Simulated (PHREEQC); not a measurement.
# Alkaline etch or developer: speciation

Make-up at 20 °C: 0.073 mol NaOH and 0.0099 mol NaAlO2 per kg of water. Closed to the air; pH follows from the charge balance.

Model: ion-association model, wateq4f.dat, run in PHREEQC.

No solid was allowed to form.

### Question
Estimate the pH, ionic strength.

### Answer
pH 12.92; ionic strength 0.0829 mol/kgw.
